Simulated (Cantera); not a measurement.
Input: 1 mol PbO, 0.1 mol CO, 97 mol H2, equilibrated at 1450 K and 1.30 bar.

Equilibrium computed with Cantera from the NASA thermochemical tables; the gas is ideal and each condensed phase is pure. Kinetics and transport are ignored.

```tsv
species	before	after
H2	0.979	0.982
H2O	0.0102	0.0102
Pb	0.0102	0.00657
CO	0.00101	0.00102
Pb(l), mol	0	0.358
```
Gas species are given as mole fractions.

Task: Name the change that produced these shifts.
A. temperature from 1450 K to 775 K
B. temperature from 1450 K to 1023 K
C. PbO replaced by Pb
D. temperature from 1450 K to 1398.15 K

Result: D, temperature from 1450 K to 1398.15 K
